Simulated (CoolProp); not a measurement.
1000 sccm (0 °C, 1 atm) of nitrogen bubbles through liquid R113 at 294 K and leaves saturated at a total pressure of 0.15 MPa (ideal gas phase). Each further row changes one setting.

The numbers come from the reference Helmholtz-energy equation of state, Marx 1992 in CoolProp.

```csv
case,vapour pressure (kPa),mole fraction of vapour,delivery (mg/min),delivery (sccm),change of delivery for a bath 1 K warmer (%)
as stated,38.0,0.253,(withheld),339,5.6
bath temperature 299 K,46.4,0.309,3740,447,5.8
total pressure 0.3 MPa,38.0,0.127,(withheld),145,(withheld)
```

Problem. What belongs in the gaps?

Solution. 
- as stated, delivery (mg/min): 2830
- total pressure 0.3 MPa, delivery (mg/min): 1210
- total pressure 0.3 MPa, change of delivery for a bath 1 K warmer (%): 4.8
